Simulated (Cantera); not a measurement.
A freely propagating, adiabatic, planar premixed flame of CH4 : H2 : O2 : N2 = 1 : 0.089 : 2.73 : 10.2 (molar parts), equivalence ratio 0.75, unburnt at 400 K and 668 Torr; mixture-averaged transport, grid criteria slope 0.08 and curve 0.16, no radiation.

Cantera simulation using GRI-Mech 3.0 (53 species, 325 reactions); the numbers are that mechanism's predictions, not measurements. Burning velocities carry a grid error of a few per cent, more on coarse grids.

Problem. How do the results move with these cheaper or finer settings: unity-Lewis-number transport; multicomponent transport; multicomponent+Soret transport; grid criteria slope 0.5, curve 1; grid criteria slope 0.25, curve 0.5; grid criteria slope 0.03, curve 0.06?

Solution. 
| setting | laminar burning velocity | thermal thickness | peak x(C2H4) | peak x(CO) | grid points |
|---|---|---|---|---|---|
| as above | 45.7 cm/s | 0.524 mm | 0.000190 | 0.0307 | 135 |
| unity-Lewis-number transport | 41.2 cm/s | 0.518 mm | 0.000136 | 0.0281 | 131 |
| multicomponent transport | 46.1 cm/s | 0.529 mm | 0.000196 | 0.0309 | 135 |
| multicomponent+Soret transport | 45.2 cm/s | 0.533 mm | 0.000190 | 0.0306 | 135 |
| grid criteria slope 0.5, curve 1 | 51.0 cm/s | 0.578 mm | 0.000189 | 0.0312 | 36 |
| grid criteria slope 0.25, curve 0.5 | 47.3 cm/s | 0.539 mm | 0.000189 | 0.0309 | 58 |
| grid criteria slope 0.03, curve 0.06 | 45.3 cm/s | 0.520 mm | 0.000192 | 0.0307 | 339 |
The base run took very roughly 8 core-seconds.
Unity Lewis numbers drop preferential diffusion, which matters most where H2 and H carry the flame; Soret adds thermal diffusion.
